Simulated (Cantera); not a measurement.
Feed: 1 mol SiCl4, a varied amount of Cl2, 70 mol H2, equilibrated at 700 °C and 10.0 mbar.

Equilibrium computed with Cantera from the NASA thermochemical tables; the gas is ideal and each condensed phase is pure. Candidate condensed phases: Si; 19 gas species. Equilibrium is a limit: real reactors are often held back by kinetics, nucleation or transport.

### Question
What share of the Si ends up in condensed phases as a function of n(Cl2) (mol), at 0.051, 0.13, 0.2, 0.28, 0.35, 0.43, 0.5, 0.58?

### Answer
```tsv
n(Cl2) (mol)	Si condensed (%)	as
0.051	18.3	Si(s)
0.13	14.5	Si(s)
0.2	11.1	Si(s)
0.28	7.1	Si(s)
0.35	3.7	Si(s)
0.43	0.0	-
0.5	0.0	-
0.58	0.0	-
```
